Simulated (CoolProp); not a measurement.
A single-stage vapour-compression cycle with cyclopropane: evaporating at 317.15 K (dew point), condensing at 349.15 K (bubble point), superheat 8 K, subcooling 8 K, compressor efficiency 0.6, no pressure losses. Each further row changes one setting.

Model: reference Helmholtz-energy equation of state, Polt 1992, in CoolProp. This equation is an older, rougher fit; its heat capacities, sound speeds and derivatives of the liquid may be far off and weren't checked against measurements.

```tsv
case	cooling COP	pressure ratio	discharge temperature (K)	refrigerating effect (kJ/kg)	volumetric capacity (kJ/m³)
as stated	5.19	2.00	374.6	326	7100
evaporating temperature 322.15 K	6.35	___	371.5	330	___
condensing temperature 344.15 K	___	1.81	367.5	340	7380
subcooling 13 K	5.40	2.00	374.6	340	___
superheat 18 K	5.19	2.00	384.6	345	7110
compressor efficiency 0.5	___	2.00	380.4	326	7100
```

### Question
Fill in the missing entries.

### Answer

- evaporating temperature 322.15 K, pressure ratio: 1.78
- evaporating temperature 322.15 K, volumetric capacity (kJ/m³): 8080
- condensing temperature 344.15 K, cooling COP: 6.31
- subcooling 13 K, volumetric capacity (kJ/m³): 7390
- compressor efficiency 0.5, cooling COP: 4.32
